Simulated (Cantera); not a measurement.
Feed: 1 mol BF₃, 0.26 mol H₂O, 33 mol N₂, held at 1473 K and 10.0 mbar.

Cantera equilibrium calculation (NASA polynomials, part measured and part estimated; ideal gas, pure solids and liquids). Candidate condensed phases: B, BN, B₂O₃, B₃O₃H₃, H₂O; 62 gas species. Rates play no part.

Base state: N₂ 0.956, BF₃ 0.0214, HF 0.0150, BOF 0.00752, H₂O 1.01e-5 (mole fractions); condensed: gas only.

Question: What changes in the equilibrium state with this change: BF₃ replaced by BCl₃?

Answer: 
```
species      before     after
----------  -------  --------
N₂            0.956     0.957
BCl₃              0    0.0214
HCl               0    0.0150
BF₃          0.0214         0
HF           0.0150         0
BOF         0.00752         0
BOCl              0   0.00567
B₃O₃Cl₃           0  0.000526
BN(s), mol        0   0.00428
```
N₂ is the only nitrogen source here; it is nearly inert below about 1500 K, so the nitride shown seldom forms there in practice. The tables' values for BOCl, BCl₂ are old estimates; treat these amounts as uncertain. Further candidate phases: NH₄Cl.
